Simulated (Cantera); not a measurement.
Feed: 1 mol CH4, 0.013 mol NH3, 6.9 mol N2, equilibrated at 1 atm.

Method: chemical equilibrium by Gibbs-energy minimisation in Cantera with the NASA 1993 tables (ideal gas, pure condensed phases). Candidate condensed phases: C, C6H6, C7H8, C8H18; 92 gas species. Rates play no part.

x: gas mole fraction; n: condensed amount in mol.

```tsv
T (°C)	x N2	x H2	x HCN	x CH4	x H	x HNC	x C2H2 (acetylene)	n C(graphite)
702	0.778	0.216	1.41e-6	0.00592	5.28e-10	1.73e-9	1.23e-10	0.947
902	0.775	0.224	2.34e-5	0.000978	5.77e-8	1.03e-7	1.43e-8	0.991
1102	0.774	0.226	0.000169	0.000257	1.62e-6	1.83e-6	4.01e-7	0.996
1302	0.773	0.226	?	?	?	?	?	0.992
1502	0.773	0.225	0.00226	4.29e-5	0.000136	8.11e-5	3.20e-5	0.978
1702	0.771	0.223	?	?	?	?	?	0.945
1902	0.767	0.218	0.0114	1.34e-5	0.00227	0.000864	0.000487	0.882
```

Q: What belongs in the gaps?

A: 
- 1702, x HCN: 0.00553
- 1702, x CH4: 2.28e-5
- 1702, x H: 0.000642
- 1702, x HNC: 0.000300
- 1702, x C2H2 (acetylene): 0.000145
- 1302, x HCN: 0.000731
- 1302, x CH4: 9.39e-5
- 1302, x H: 1.96e-5
- 1302, x HNC: 1.56e-5
- 1302, x C2H2 (acetylene): 4.76e-6
